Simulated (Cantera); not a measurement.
Source: NASA polynomial tables (part measured, part estimated), evaluated in Cantera. Values are per mole of reaction as written; species without (g) are pure solids or liquids, kept so even where they would boil at 1 bar.

2 NO(g) + 2 CuF2 = 2 F2(g) + N2O(g) + Cu2O, with ΔH° = 806.1 kJ and ΔS° = 141.4 J/K at 300 K.

Task: How far is the shortcut ΔG° ≈ ΔH°(300 K) − T·ΔS°(300 K) from the full temperature-dependent value at 1925, 2000, 2075, 2150, 2225, 2300, 2375 K?

Result: 
```tsv
T (K)	shortcut (kJ)	full (kJ)	difference (kJ)	difference in log10 K	condensed phases
1925	533.9	664.2	-130.3	3.53	CuF2(l), Cu2O(l)
2000	523.3	662.9	-139.6	3.65	CuF2(l), Cu2O(l)
2075	512.7	661.7	-149.0	3.75	CuF2(l), Cu2O(l)
2150	502.1	660.6	-158.5	3.85	CuF2(l), Cu2O(l)
2225	491.5	659.6	-168.1	3.95	CuF2(l), Cu2O(l)
2300	480.8	658.7	-177.8	4.04	CuF2(l), Cu2O(l)
2375	470.2	657.8	-187.6	4.13	CuF2(l), Cu2O(l)
```
The shortcut ignores heat capacities and the phase changes listed.
